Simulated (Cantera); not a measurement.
What does this Cantera script print?

```python
import numpy as np
import cantera as ct

gas_names = """
    AL ALH ALN ALO ALOH ALO2 ALO2H AL2 AL2O AL2O2 H HALO HNO HNO2 HNO3 HO2 H2 H2O H2O2 N NH NH2 NH3
    NH2OH NO NO2 NO3 N2 N2H2 N2H4 N2O O OH O2 O3
""".split()
cond_names = """
    AL(cr) AL(L) ALN(s) AL2O3(a) AL2O3(L) H2O(s) H2O(L)
""".split()


# ... load() reads the species with a 1 bar reference pressure and builds the phases ...
atoms = {
    'Al': {'AL': 1},
    'H2O': {'H': 2, 'O': 1},
    'N2': {'N': 2},
}
top_T = {'ALN(s)': 2750}  # K; cautious upper limits of use, not melting points


# ... equilibrate(T, P, feed) seeds the gas with the atoms and calls Mixture.equilibrate('TP', solver="vcs", rtol=1e-11, max_steps=5000) ...
results = []
T = 648.15  # K
P = 1333.22  # Pa
for m in [13, 21, 33, 54, 86, 140, 230]:
    feed = {'Al': 1, 'H2O': 6.3, 'N2': m}  # mol
    mix = equilibrate(T, P, feed)
    results.append((T, P, feed, dict(zip(mix.species_names, mix.species_moles))))

top = {s: max(r[3][s] / sum(r[3][g] for g in gas_names) for r in results) for s in gas_names}
cols = sorted((s for s in top if top[s] > 0.0001), key=lambda s: -top[s])[:6]
seen = [c for c in cond_names if any(r[3].get(c, 0) > 1e-12 for r in results)]
print("log10 of partial pressures in bar; condensed amounts in mol")
print(f"{'n(N2)':>10s}" + "".join(f"{s[:9]:>10s}" for s in cols + seen))
for T, P, feed, n in results:
    ng = sum(n[g] for g in gas_names)
    print(f"{feed['N2']:10.4g}" + "".join(f"{np.log10(max(n[s] / ng * P / 1e5, 1e-99)):10.3f}" for s in cols)
          + "".join(f"{n.get(c, 0):10.4g}" for c in seen))
```

Result:

```
log10 of partial pressures in bar; condensed amounts in mol
     n(N2)        N2       H2O        H2  AL2O3(a)
        13    -2.047    -2.479    -2.985       0.5
        21    -1.989    -2.630    -3.135       0.5
        33    -1.951    -2.788    -3.293       0.5
        54    -1.923    -2.974    -3.479       0.5
        86    -1.906    -3.159    -3.664       0.5
       140    -1.894    -3.359    -3.864       0.5
       230    -1.887    -3.567    -4.072       0.5
```

Method: chemical equilibrium by Gibbs-energy minimisation in Cantera with the NASA 1993 tables (ideal gas, pure condensed phases).
